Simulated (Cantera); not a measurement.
Input: 1 mol N2O, 0.047 mol H2, equilibrated at 2677 °C and 0.300 bar.

Method: chemical equilibrium by Gibbs-energy minimisation in Cantera with the NASA 1993 tables (ideal gas, pure condensed phases). Candidate condensed phases: H2O; 24 gas species. Rates play no part.

Base state: N2 0.599, O2 0.231, O 0.0834, NO 0.0410, OH 0.0222, H2O 0.0114, H 0.00998, H2 0.00164 (mole fractions); condensed: gas only.

### Question
What changes in the equilibrium state with this change: pressure from 0.300 bar to 0.133 bar?

### Answer
```tsv
species	before	after
N2	0.599	0.586
O2	0.231	0.209
O	0.0834	0.119
H	0.00998	0.0156
H2O	0.0114	0.00786
NO	0.0410	0.0386
OH	0.0222	0.0220
NO2	1.42e-5	8.47e-6
HO2	1.04e-5	6.54e-6
```
